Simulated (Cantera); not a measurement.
**Equilibrium for silicon etching in halogen gases: Si + HCl + H₂**

Charge: 1 mol Si, a varied amount of HCl, 71 mol H₂, at 1350 °C and 0.255 Torr.

These are equilibrium values from Cantera (NASA tables, ideal gas, pure condensed phases), not measurements of a reactor. Candidate condensed phases: Si; 19 gas species. The tables' values for SiCl, SiCl₃ are old estimates; treat these amounts as uncertain. Kinetics and transport are ignored.

```
n(HCl) (mol)  log p H₂  log p HCl  log p SiCl₂  log p H  log p Cl  log p Si  log p SiCl  n Si(s)
------------  --------  ---------  -----------  -------  --------  --------  ----------  -------
2.4              -3.48      -5.03        -6.04    -5.90     -7.56     -6.81       -7.66    0.763
3.4              -3.49      -4.91        -5.79    -5.90     -7.43     -6.81       -7.53    0.604
4.8              -3.50      -4.80        -5.56    -5.91     -7.32     -6.81       -7.41    0.338
6.8              -3.50      -4.67        -5.38    -5.91     -7.19     -6.88       -7.36        0
9.5              -3.52      -4.50        -5.39    -5.92     -7.00     -7.25       -7.55        0
13               -3.54      -4.35        -5.40    -5.93     -6.85     -7.58       -7.72        0
19               -3.57      -4.19        -5.43    -5.94     -6.68     -7.96       -7.92        0
26               -3.60      -4.08        -5.46    -5.96     -6.54     -8.25       -8.09        0
```
log p: log10 of the partial pressure in bar; n: condensed amount in mol.

From 2.4 mol HCl to 4.8 mol HCl the condensed part is Si(s). From 6.8 mol HCl to 26 mol HCl nothing is condensed. The main Si-bearing gas is SiCl₂ throughout.
